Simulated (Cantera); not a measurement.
Feed: 1 mol B2H6, 25 mol N2, equilibrated at 2100 °C and 84000 Pa.

Method: chemical equilibrium by Gibbs-energy minimisation in Cantera with the NASA 1993 tables (ideal gas, pure condensed phases). Candidate condensed phases: B, BN; 15 gas species. The feed counts by its element totals alone. The tables' values for BH2 are old estimates; treat these amounts as uncertain. Kinetics and transport are ignored.

Base state: N2 0.887, H2 0.108, H 0.00502, BH2 4.00e-5 (mole fractions); condensed: BN(s).

### Question
What changes in the equilibrium state with this change: pressure from 84000 Pa to 13300 Pa?

### Answer
| species | before | after |
|---|---|---|
| N2 | 0.887 | 0.883 |
| H2 | 0.108 | 0.104 |
| H | 0.00502 | 0.0124 |
| BH2 | 4.00e-5 | 9.68e-5 |
| B | 3.84e-6 | 6.09e-5 |
| BN | 1.59e-6 | 1.00e-5 |
| BN(s), mol | 2.00 | 2.00 |
